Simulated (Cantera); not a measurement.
Cantera run, input and output.

```python
import numpy as np
import cantera as ct

gas = ct.Solution("gri30.yaml")
gas.TPX = 325, 13332, {'CH4': 1, 'O2': 1.82, 'N2': 6.84}
flame = ct.FreeFlame(gas, width=0.16)
flame.set_refine_criteria(ratio=3, slope=0.08, curve=0.16)
flame.transport_model = "mixture-averaged"
flame.solve(loglevel=0, auto=True)
z, T = flame.grid, flame.T
thick = (T[-1] - T[0]) / np.gradient(T, z).max()
show = ['CH4', 'O2', 'H2', 'OH', 'C2H2', 'NO']
print(f"laminar burning velocity  {flame.velocity[0] * 100:.3f} cm/s")
print(f"burnt temperature         {T[-1]:.1f} K")
print(f"thermal thickness         {thick * 1e3:.4f} mm")
print(f"grid points               {len(z)}")
z0 = z[flame.heat_release_rate.argmax()]
print(f"{'z/mm':>9s}{'T/K':>9s}{'u/(m/s)':>9s}" + "".join(f"{s:>11s}" for s in show))
rows = []
for k in (-3, -2, -1.5, -1, -0.5, -0.25, 0, 0.25, 0.5, 1, 2, 4, 8):
    zz = z0 + k * thick
    rows.append([k * thick, np.interp(zz, z, T), np.interp(zz, z, flame.velocity),
                 *(np.interp(zz, z, flame.X[gas.species_index(s)]) for s in show)])
    print(f"{rows[-1][0] * 1e3:9.3f}{rows[-1][1]:9.1f}{rows[-1][2]:9.3f}" + "".join(f"{x:11.3e}" for x in rows[-1][3:]))
```

Result:

```
laminar burning velocity  68.903 cm/s
burnt temperature         2192.2 K
thermal thickness         2.2995 mm
grid points               169
     z/mm      T/K  u/(m/s)        CH4         O2         H2         OH       C2H2         NO
   -6.898    325.0    0.689  1.035e-01  1.883e-01  4.352e-04  2.143e-12  2.694e-11  5.500e-12
   -4.599    325.3    0.691  1.033e-01  1.880e-01  1.892e-03  1.030e-09  1.297e-09  1.755e-10
   -3.449    327.4    0.697  1.029e-01  1.875e-01  4.483e-03  4.236e-08  1.849e-08  1.851e-09
   -2.299    369.3    0.792  9.991e-02  1.842e-01  1.161e-02  4.707e-06  8.240e-07  5.524e-08
   -1.150    816.3    1.788  7.269e-02  1.518e-01  2.540e-02  5.536e-05  2.718e-05  1.313e-06
   -0.575   1261.4    2.801  3.990e-02  1.084e-01  3.200e-02  4.146e-04  8.923e-05  3.374e-06
    0.000   1653.0    3.708  1.017e-02  5.925e-02  3.318e-02  2.273e-03  1.712e-04  7.153e-06
    0.575   1811.6    4.071  9.633e-04  3.013e-02  2.753e-02  5.632e-03  4.908e-05  1.211e-05
    1.150   1844.4    4.134  4.787e-05  1.928e-02  2.363e-02  7.556e-03  2.902e-06  1.548e-05
    2.299   1864.6    4.160  9.331e-08  1.413e-02  2.291e-02  8.314e-03  4.204e-09  1.810e-05
    4.599   1885.6    4.193  2.816e-11  1.253e-02  2.340e-02  8.376e-03  1.032e-12  1.990e-05
    9.198   1914.3    4.247  1.403e-15  1.158e-02  2.294e-02  8.280e-03  5.102e-17  2.260e-05
   18.396   1957.0    4.329  5.698e-17  1.029e-02  2.183e-02  8.016e-03  1.053e-21  2.773e-05
```

Cantera simulation using GRI-Mech 3.0 (53 species, 325 reactions); the numbers are that mechanism's predictions, not measurements. Burning velocities carry a grid error of a few per cent, more on coarse grids.
